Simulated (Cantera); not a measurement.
Charge: 1 mol SiH₂Cl₂, 3.3 mol HCl, 280 mol H₂, at 10.0 mbar.

Method: chemical equilibrium by Gibbs-energy minimisation in Cantera with the NASA 1993 tables (ideal gas, pure condensed phases). Candidate condensed phases: Si; 19 gas species. Gases not in the tables: Si₂H₆ and higher silanes. Kinetics and transport are ignored.

Task: Which condensed phases are stable at each of these points (T (K)): 1575, 1625, 1675, 1725, 1775, 1825, 1875, 1925, 1975, 2025, 2075?

Result: 
| T (K) | condensed phases | Si condensed (%) |
|---|---|---|
| 1575 | Si(s) | 72.2 |
| 1625 | Si(s) | 71.0 |
| 1675 | Si(s) | 69.1 |
| 1725 | Si(l) | 67.9 |
| 1775 | Si(l) | 65.1 |
| 1825 | Si(l) | 58.3 |
| 1875 | Si(l) | 44.3 |
| 1925 | Si(l) | 17.7 |
| 1975 | gas only | 0.0 |
| 2025 | gas only | 0.0 |
| 2075 | gas only | 0.0 |

From 1575 K to 1675 K the condensed part is Si(s). From 1725 K to 1925 K the condensed part is Si(l). From 1975 K to 2075 K nothing is condensed.
